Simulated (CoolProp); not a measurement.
R13 along the isobar 199 bar: Z from the reference equation and from simpler models built on Tc = 29.9 °C, pc = 39.73 bar, ω = 0.175; each cubic takes its own stable root.

Computed with CoolProp (reference Helmholtz-energy equation of state, Platzer 1990). This equation is an older, rougher fit; its heat capacities, sound speeds and derivatives of the liquid may be far off and weren't checked against measurements.

```json
[
 {"T (°C)": "-141.75", "phase": "liquid", "reference": "1.078"},
 {"T (°C)": "-135.45", "phase": "liquid", "reference": "1.041"},
 {"T (°C)": "-129.25", "phase": "liquid", "reference": "1.007"},
 {"T (°C)": "-122.95", "phase": "liquid", "reference": "0.9759"},
 {"T (°C)": "-116.65", "phase": "liquid", "reference": "0.9475"},
 {"T (°C)": "-110.35", "phase": "liquid", "reference": "0.9216"},
 {"T (°C)": "-104.15", "phase": "liquid", "reference": "0.8982"},
 {"T (°C)": "-97.85", "phase": "liquid", "reference": "0.8764"},
 {"T (°C)": "-91.55", "phase": "liquid", "reference": "0.8564"},
 {"T (°C)": "-85.25", "phase": "liquid", "reference": "0.8380"},
 {"T (°C)": "-79.05", "phase": "liquid", "reference": "0.8213"},
 {"T (°C)": "-72.75", "phase": "liquid", "reference": "0.8058"}
]
```

Task: How far does each simpler model (Redlich-Kwong, Soave-Redlich-Kwong, Peng-Robinson) lie from the reference over these 12 states: mean and median of the absolute difference, and the worst?

Result: 
- Redlich-Kwong: mean 3.0 %, median 2.9 %, worst +4.1 % at -141.75 °C and 199 bar
- Soave-Redlich-Kwong: mean 2.2 %, median 2.0 %, worst +3.6 % at -141.75 °C and 199 bar
- Peng-Robinson: mean 8.9 %, median 9.0 %, worst -10.0 % at -72.75 °C and 199 bar
